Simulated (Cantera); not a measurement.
Cantera run, input and output.

```python
import numpy as np
import cantera as ct

gas = ct.Solution("gri30.yaml")


def delay(T, t_max=10):
    gas.TPX = T, 91000, {'H2': 1, 'O2': 1.19, 'N2': 4.48}
    reactor = ct.IdealGasConstPressureReactor(gas, clone=False)
    net = ct.ReactorNet([reactor])
    net.rtol, net.atol = 1e-8, 1e-16
    while net.time < t_max:
        t_old, T_old = net.time, reactor.T
        net.step()
        if reactor.T > T + 400:  # ignition: a rise of 400 K
            return t_old + (T + 400 - T_old) / (reactor.T - T_old) * (net.time - t_old)
    return np.nan


taus = []
for T in [1175, 1225, 1275, 1325, 1375, 1425, 1475, 1525, 1575, 1625]:
    taus.append(delay(T))
    print(f"T0 = {T:6g} K   tau = {taus[-1]:.4e} s")
```

Output:

```
T0 =   1175 K   tau = 6.8272e-05 s
T0 =   1225 K   tau = 5.4913e-05 s
T0 =   1275 K   tau = 4.6326e-05 s
T0 =   1325 K   tau = 4.0727e-05 s
T0 =   1375 K   tau = 3.7134e-05 s
T0 =   1425 K   tau = 3.4967e-05 s
T0 =   1475 K   tau = 3.3861e-05 s
T0 =   1525 K   tau = 3.3580e-05 s
T0 =   1575 K   tau = 3.3964e-05 s
T0 =   1625 K   tau = 3.4904e-05 s
```

Cantera simulation using GRI-Mech 3.0 (53 species, 325 reactions); the numbers are that mechanism's predictions, not measurements. Where the delays flatten at high temperature, the 400 K rule measures the pace of heat release, not the induction time.
